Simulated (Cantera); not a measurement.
Feed: 1 mol Si, 2.1 mol H2, at 0.480 bar.

Cantera equilibrium calculation (NASA polynomials, part measured and part estimated; ideal gas, pure solids and liquids). Candidate condensed phases: Si; 9 gas species. Gases not in the tables: Si2H6 and higher silanes. Rates play no part.

x: gas mole fraction; n: condensed amount in mol.

| T (°C) | x H2 | x H | x SiH2 | x Si | x SiH | n Si(s) | n Si(l) |
|---|---|---|---|---|---|---|---|
| 300 | 1.00 | <1e-12 | <1e-12 | <1e-12 | <1e-12 | 1.00 | 0 |
| 400 | 1.00 | <1e-12 | <1e-12 | <1e-12 | <1e-12 | 1.00 | 0 |
| 500 | 1.00 | 1.31e-12 | <1e-12 | <1e-12 | <1e-12 | 1.00 | 0 |
| 600 | 1.00 | 6.75e-11 | 1.37e-12 | <1e-12 | <1e-12 | 1.00 | 0 |
| 700 | 1.00 | 1.56e-9 | 4.19e-11 | <1e-12 | <1e-12 | 1.00 | 0 |
| 800 | 1.00 | 2.02e-8 | 6.77e-10 | <1e-12 | <1e-12 | 1.000 | 0 |
| 900 | 1.00 | 1.70e-7 | 6.81e-9 | 1.03e-12 | 1.28e-11 | 1.000 | 0 |
| 1000 | 1.000 | 1.03e-6 | 4.76e-8 | 3.76e-11 | 2.51e-10 | 1.000 | 0 |
| 1100 | 1.000 | ? | ? | ? | ? | 1.000 | 0 |
| 1200 | 1.000 | ? | ? | ? | ? | 1.000 | 0 |
| 1300 | 1.000 | 5.87e-5 | 3.67e-6 | 1.15e-7 | 1.91e-7 | 1.000 | 0 |
| 1400 | 1.000 | 0.000164 | 1.10e-5 | 8.70e-7 | 1.02e-6 | 1.000 | 0 |
| 1500 | 1.000 | 0.000411 | 2.47e-5 | 4.44e-6 | 3.79e-6 | 0 | 1.000 |

Task: Some entries are withheld; supply them.

Result: 
- 1200, x H: 1.83e-5
- 1200, x SiH2: 1.05e-6
- 1200, x Si: 1.14e-8
- 1200, x SiH: 2.84e-8
- 1100, x H: 4.81e-6
- 1100, x SiH2: 2.51e-7
- 1100, x Si: 8.08e-10
- 1100, x SiH: 3.18e-9
